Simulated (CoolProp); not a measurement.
Vapour-liquid equilibrium of R134a (1) + R227EA (2) at 330.6 K; x and y are mole fractions of (1).

Values from CoolProp's multi-fluid Helmholtz-energy mixture model, Tillner-Roth 1994 and Lemmon 2016; pair parameters Bell 2016.

| x | bubble pressure (kPa) | y at the bubble point | dew pressure at overall composition x (kPa) | liquid density (mol/L) |
|---|---|---|---|---|
| 0.05 | 1134 | 0.067 | 1127 | 7.350 |
| 0.2 | 1220 | 0.250 | 1196 | 7.701 |
| 0.35 | 1300 | 0.413 | 1269 | 8.091 |
| 0.5 | 1375 | 0.561 | 1344 | 8.528 |
| 0.65 | 1444 | 0.698 | 1420 | 9.020 |
| 0.8 | 1508 | 0.829 | 1494 | 9.579 |
| 0.95 | 1565 | 0.957 | 1562 | 10.22 |

No azeotrope shows between x = 0.05 and 0.95.

Pair parameters are fitted to limited data, so mixtures are less certain than the pure fluids.
